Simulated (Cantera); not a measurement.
A closed system holds: 1 mol CH3OH, 0.41 mol NH3, 16 mol N2, at 160 Pa.

These are equilibrium values from Cantera (NASA tables, ideal gas, pure condensed phases), not measurements of a reactor. Candidate condensed phases: C, C6H6, C7H8, C8H18, H2O; 136 gas species. The numbers say what is thermodynamically allowed, not how fast it happens.

Question: At 1398 K, list the 4 most abundant gas species with their mole fractions, and the condensed phases.

Answer: N2 0.818, H2 0.132, CO 0.0505, H 4.30e-5. Condensed: gas only.
